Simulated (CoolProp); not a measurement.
The numbers come from the reference Helmholtz-energy equation of state, Zhou 2012 in CoolProp.

Q: For ethylbenzene, give the phase and the cp (kJ/(kg K)), cv (kJ/(kg K)) at 346.85 °C and 48.3 bar.

A: 
- 346.85 °C and 48.3 bar: supercritical; cp 3.62, cv 2.35
